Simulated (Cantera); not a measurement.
Input: 1 mol HgO, 0.13 mol O₂, 11 mol N₂, held at 3530 Torr.

Equilibrium computed with Cantera from the NASA thermochemical tables; the gas is ideal and each condensed phase is pure. Candidate condensed phases: Hg, HgO; 10 gas species. Kinetics and transport are ignored.

log p: log10 of the partial pressure in bar; n: condensed amount in mol.

```
T (K)  log p N₂  log p Hg  log p O₂  log p NO  log p NO₂  log p N₂O  n HgO(s)
-----  --------  --------  --------  --------  ---------  ---------  --------
598        0.67     -1.97     -1.22     -7.60      -7.10     -10.97     0.975
648        0.66     -1.08     -1.02     -6.89      -6.68     -10.33     0.797
698        0.61     -0.43     -0.63     -6.19      -6.12      -9.71         0
748        0.61     -0.43     -0.63         …          …          …         0
798        0.61     -0.43     -0.63     -5.33      -5.81      -8.94         0
848        0.61     -0.43     -0.63     -4.98      -5.68      -8.62         0
898        0.61     -0.43     -0.63     -4.67      -5.56      -8.34         0
948        0.61     -0.43     -0.63         …          …          …         0
998        0.61     -0.43     -0.63     -4.13      -5.37      -7.86         0
1048       0.61     -0.43     -0.63     -3.90      -5.29      -7.65         0
1098       0.61     -0.43     -0.63     -3.70      -5.21      -7.46         0
```

Complete the blanks.


- 948, log p NO: -4.38
- 948, log p NO₂: -5.46
- 948, log p N₂O: -8.09
- 748, log p NO: -5.73
- 748, log p NO₂: -5.95
- 748, log p N₂O: -9.30
